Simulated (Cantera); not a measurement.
A Cantera script and what it prints.

```python
import numpy as np
import cantera as ct

gas_names = """
    AL ALO ALO2 AL2 AL2O AL2O2 O O2 O3 Si SiO SiO2 Si2 Si3
""".split()
cond_names = """
    AL(cr) AL(L) AL2O3(a) AL2O3(L) AL2SiO5(an) AL6Si2O13(s) Si(cr) Si(L) SiO2(Lqz) SiO2(hqz) SiO2(L)
""".split()


def load(file, names, dense=False):
    # The tables refer to 1 bar. Condensed volumes are neglected.
    table = {s.name: s for s in ct.Species.list_from_file(file)}
    out = []
    for n in names:
        d = dict(table[n].input_data)
        d["thermo"] = dict(d["thermo"], **{"reference-pressure": 1e5})
        if dense:
            d["equation-of-state"] = {"model": "constant-volume", "density": "1e6 g/cm^3"}
        out.append(ct.Species.from_dict(d))
    return out


gas = ct.Solution(thermo="ideal-gas", species=load("nasa_gas.yaml", gas_names))
cond = {s.name: ct.Solution(thermo="fixed-stoichiometry", species=[s], name=s.name)
        for s in load("nasa_condensed.yaml", cond_names, dense=True)}
atoms = {
    'SiO2': {'Si': 1, 'O': 2},
    'Al2O3': {'AL': 2, 'O': 3},
    'O2': {'O': 2},
}
top_T = {'AL2SiO5(an)': 2000, 'AL6Si2O13(s)': 2100}  # K; cautious upper limits of use, not melting points


def equilibrate(T, P, feed):
    n = {}
    for name, mol in feed.items():
        for a, k in atoms[name].items():
            n[a] = n.get(a, 0.0) + k * mol
    gas.TPX = T, P, n
    mass = sum(n.values()) * gas.mean_molecular_weight
    gas.equilibrate("TP")
    valid = [c for c in cond.values() if c.min_temp <= T <= top_T.get(c.name, c.max_temp)]
    mix = ct.Mixture([(gas, mass / gas.mean_molecular_weight)] + [(c, 0.0) for c in valid])
    mix.T, mix.P = T, P
    mix.equilibrate("TP", solver="vcs", rtol=1e-11, max_steps=5000)
    return mix


results = []
feed = {'SiO2': 1, 'Al2O3': 0.19, 'O2': 0.72}  # mol
P = 56  # Pa
for T in [1625, 1650, 1675, 1700, 1725, 1750, 1775]:
    mix = equilibrate(T, P, feed)
    results.append((T, P, feed, dict(zip(mix.species_names, mix.species_moles))))
    x = sorted(zip(gas.X, gas.species_names), reverse=True)
    print(f"T = {T:g} K  P = {P:g} Pa  gas = {mix.phase_moles(0):.4g} mol")
    print("   x: " + "  ".join(f"{s} {v:.3e}" for v, s in x if v > 1e-05))
    print("   condensed (mol): " + ("  ".join(f"{mix.phase(i).name} {mix.phase_moles(i):.4g}"
          for i in range(1, mix.n_phases) if mix.phase_moles(i) > 1e-12) or "none"))
```

Result:

```
T = 1625 K  P = 56 Pa  gas = 0.7203 mol
   x: O2 9.992e-01  O 8.222e-04
   condensed (mol): AL6Si2O13(s) 0.06333  SiO2(hqz) 0.8733
T = 1650 K  P = 56 Pa  gas = 0.7204 mol
   x: O2 9.989e-01  O 1.094e-03
   condensed (mol): AL6Si2O13(s) 0.06333  SiO2(hqz) 0.8733
T = 1675 K  P = 56 Pa  gas = 0.7205 mol
   x: O2 9.986e-01  O 1.443e-03
   condensed (mol): AL6Si2O13(s) 0.06333  SiO2(hqz) 0.8733
T = 1700 K  P = 56 Pa  gas = 0.7207 mol
   x: O2 9.981e-01  O 1.887e-03
   condensed (mol): AL6Si2O13(s) 0.06333  SiO2(L) 0.8733
T = 1725 K  P = 56 Pa  gas = 0.7209 mol
   x: O2 9.975e-01  O 2.450e-03
   condensed (mol): AL6Si2O13(s) 0.06333  SiO2(L) 0.8733
T = 1750 K  P = 56 Pa  gas = 0.7211 mol
   x: O2 9.968e-01  O 3.156e-03
   condensed (mol): AL6Si2O13(s) 0.06333  SiO2(L) 0.8733
T = 1775 K  P = 56 Pa  gas = 0.7215 mol
   x: O2 9.960e-01  O 4.037e-03
   condensed (mol): AL6Si2O13(s) 0.06333  SiO2(L) 0.8733
```

Cantera equilibrium calculation (NASA polynomials, part measured and part estimated; ideal gas, pure solids and liquids). Mutual solubility and eutectic melting of coexisting phases are not modelled. The tables hold silica as quartz up to 1696 K and as liquid above; real silica turns to tridymite and cristobalite and melts near 1996 K. Condensed phases not in the tables: alloys, solid solutions and most ternary compounds.
